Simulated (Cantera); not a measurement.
## Reactions in the system C-O-Ti

Standard-state values (1 bar) from the NASA 1993 polynomials, evaluated with Cantera. Values are per mole of reaction as written; species without (g) are pure solids or liquids, kept so even where they would boil at 1 bar. TiC: taken at fixed stoichiometry.

C + TiO(g) = TiC + O(g)

| T (K) | ΔH° (kJ) | ΔS° (J/K) | ΔG° (kJ) | log10 K |
|---|---|---|---|---|
| 300 | 10.7 | -53.8 | 26.9 | -4.68 |
| 750 | 17.8 | -39.4 | 47.3 | -3.29 |
| 825 | 18.8 | -38.0 | 50.2 | -3.18 |
| 900 | 19.8 | -36.9 | 53.0 | -3.08 |
| 975 | 20.8 | -35.8 | 55.7 | -2.99 |
| 1050 | 21.8 | -34.9 | 58.4 | -2.90 |
| 1125 | 22.7 | -34.0 | 61.0 | -2.83 |
